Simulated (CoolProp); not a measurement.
m-xylene along the isobar 3740 kPa: Z from the reference equation and from simpler models built on Tc = 343.7 °C, pc = 3535 kPa, ω = 0.326; each cubic takes its own stable root.

Computed with CoolProp (reference Helmholtz-energy equation of state, Zhou 2012).

```json
[
 {"T (°C)": "-35.55", "phase": "liquid", "reference": "0.2202", "van der Waals": "0.3920", "Redlich-Kwong": "0.2643", "Soave-Redlich-Kwong": "0.2602", "Peng-Robinson": "0.2323"},
 {"T (°C)": "-22.95", "phase": "liquid", "reference": "0.2115", "van der Waals": "0.3755", "Redlich-Kwong": "0.2534", "Soave-Redlich-Kwong": "0.2490", "Peng-Robinson": "0.2221"},
 {"T (°C)": "-10.35", "phase": "liquid", "reference": "0.2037", "van der Waals": "0.3607", "Redlich-Kwong": "0.2436", "Soave-Redlich-Kwong": "0.2389", "Peng-Robinson": "0.2131"},
 {"T (°C)": "2.35", "phase": "liquid", "reference": "0.1966", "van der Waals": "0.3473", "Redlich-Kwong": "0.2348", "Soave-Redlich-Kwong": "0.2298", "Peng-Robinson": "0.2049"},
 {"T (°C)": "14.95", "phase": "liquid", "reference": "0.1903", "van der Waals": "0.3353", "Redlich-Kwong": "0.2270", "Soave-Redlich-Kwong": "0.2217", "Peng-Robinson": "0.1975"},
 {"T (°C)": "27.55", "phase": "liquid", "reference": "0.1846", "van der Waals": "0.3244", "Redlich-Kwong": "0.2199", "Soave-Redlich-Kwong": "0.2144", "Peng-Robinson": "0.1909"},
 {"T (°C)": "40.15", "phase": "liquid", "reference": "0.1794", "van der Waals": "0.3145", "Redlich-Kwong": "0.2136", "Soave-Redlich-Kwong": "0.2078", "Peng-Robinson": "0.1849"},
 {"T (°C)": "52.85", "phase": "liquid", "reference": "0.1746", "van der Waals": "0.3054", "Redlich-Kwong": "0.2078", "Soave-Redlich-Kwong": "0.2018", "Peng-Robinson": "0.1795"},
 {"T (°C)": "65.45", "phase": "liquid", "reference": "0.1703", "van der Waals": "0.2972", "Redlich-Kwong": "0.2027", "Soave-Redlich-Kwong": "0.1964", "Peng-Robinson": "0.1746"},
 {"T (°C)": "78.05", "phase": "liquid", "reference": "0.1665", "van der Waals": "0.2898", "Redlich-Kwong": "0.1981", "Soave-Redlich-Kwong": "0.1916", "Peng-Robinson": "0.1702"},
 {"T (°C)": "90.65", "phase": "liquid", "reference": "0.1629", "van der Waals": "0.2830", "Redlich-Kwong": "0.1939", "Soave-Redlich-Kwong": "0.1872", "Peng-Robinson": "0.1662"},
 {"T (°C)": "103.35", "phase": "liquid", "reference": "0.1597", "van der Waals": "0.2768", "Redlich-Kwong": "0.1902", "Soave-Redlich-Kwong": "0.1833", "Peng-Robinson": "0.1626"},
 {"T (°C)": "115.95", "phase": "liquid", "reference": "0.1568", "van der Waals": "0.2712", "Redlich-Kwong": "0.1869", "Soave-Redlich-Kwong": "0.1798", "Peng-Robinson": "0.1595"},
 {"T (°C)": "128.55", "phase": "liquid", "reference": "0.1542", "van der Waals": "0.2662", "Redlich-Kwong": "0.1841", "Soave-Redlich-Kwong": "0.1767", "Peng-Robinson": "0.1566"}
]
```
